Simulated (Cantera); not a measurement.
Input: 1 mol AlCl3, 20 mol N2O, 28 mol N2, held at 100 Torr.

Equilibrium computed with Cantera from the NASA thermochemical tables; the gas is ideal and each condensed phase is pure. Candidate condensed phases: Al, AlCl3, AlN, Al2O3; 24 gas species. Condensed phases not in the tables: AlOCl. The numbers say what is thermodynamically allowed, not how fast it happens.

x: gas mole fraction; n: condensed amount in mol.

| T (°C) | x N2 | x O2 | x Cl | x Cl2 | x NO | x O | x ClO | n Al2O3(s) |
|---|---|---|---|---|---|---|---|---|
| 550 | 0.817 | 0.157 | 6.88e-6 | 0.0255 | 2.59e-6 | <1e-12 | (withheld) | 0.500 |
| 750 | 0.817 | 0.157 | 0.000237 | 0.0254 | 3.53e-5 | 3.38e-10 | (withheld) | 0.500 |
| 950 | 0.816 | 0.157 | 0.00255 | 0.0242 | 0.000205 | 4.39e-8 | (withheld) | 0.500 |
| 1150 | 0.811 | 0.156 | 0.0128 | 0.0190 | 0.000720 | 1.46e-6 | (withheld) | 0.500 |
| 1350 | 0.803 | 0.154 | 0.0324 | 0.00886 | 0.00184 | 2.04e-5 | (withheld) | 0.500 |
| 1550 | 0.797 | 0.152 | 0.0453 | 0.00222 | 0.00384 | 0.000161 | (withheld) | 0.500 |
| 1750 | 0.793 | 0.150 | 0.0487 | 0.000488 | 0.00691 | 0.000844 | (withheld) | 0.500 |
| 1950 | 0.790 | 0.146 | 0.0493 | 0.000128 | 0.0111 | 0.00327 | (withheld) | 0.499 |

**Question.** Complete the blanks.

**Answer.** 
- 550, x ClO: 1.10e-7
- 750, x ClO: 2.01e-6
- 950, x ClO: 1.39e-5
- 1150, x ClO: 5.02e-5
- 1350, x ClO: 9.86e-5
- 1550, x ClO: 0.000112
- 1750, x ClO: 0.000102
- 1950, x ClO: 8.93e-5
